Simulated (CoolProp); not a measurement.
c-C4F8 (RC318) along the isobar 3.61 MPa: density (kg/m³) from the reference equation and from simpler models built on Tc = 388.4 K, pc = 2.778 MPa, ω = 0.355; each cubic takes its own stable root.

Model: reference Helmholtz-energy equation of state, Platzer 1990, in CoolProp. This equation is an older, rougher fit; its heat capacities, sound speeds and derivatives of the liquid may be far off and weren't checked against measurements.

```tsv
T (K)	phase	reference
240.3	liquid	1718
256.2	liquid	1667
272	liquid	1614
287.9	liquid	1558
303.8	liquid	1499
319.7	liquid	1435
335.6	liquid	1365
351.5	liquid	1285
367.4	liquid	1188
```

Problem. How far does each simpler model (van der Waals, Redlich-Kwong) lie from the reference over these 9 states: mean and median of the absolute difference, and the worst?

Solution. 
- van der Waals: mean 35.7 %, median 35.9 %, worst -37.3 % at 240.3 K and 3.61 MPa
- Redlich-Kwong: mean 11.0 %, median 10.4 %, worst -14.5 % at 367.4 K and 3.61 MPa
